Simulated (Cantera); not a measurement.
**Diamond growth**

A diamond (100) surface in a fixed gas of H2 with x(CH4) = 0.015, x(H) = 0.00029, x(CH3) = 0.00029, 0.220 bar; coverages are run to steady state.

Computed with Cantera and the Harris–Goodwin 1993 mechanism for the reconstructed diamond (100) surface.

```tsv
T (K)	growth (µm/h)	θ c6HH	θ c6H*	θ c6*H	θ c6**	θ c6HM
925	11.0	0.367	0.00648	0.166	0.00210	0.360
975	14.6	0.384	0.00946	0.208	0.00327	0.296
1025	17.1	0.410	0.0135	0.258	0.00486	0.223
1075	16.0	0.448	0.0190	0.319	0.00694	0.139
1125	11.5	0.483	0.0252	0.377	0.00913	0.0663
1175	7.02	0.500	0.0307	0.413	0.0108	0.0255
1225	4.49	0.506	0.0350	0.427	0.0118	0.00892
1275	3.30	0.511	0.0384	0.428	0.0122	0.00309
1325	2.61	0.520	0.0411	0.421	0.0122	0.00109
1375	1.88	0.533	0.0431	0.409	0.0120	0.000396
```
θ: site fractions in the mechanism's names (c6HH fully hydrogenated, c6H* and c6*H radical sites, c6** diradical, c6HM methylated).
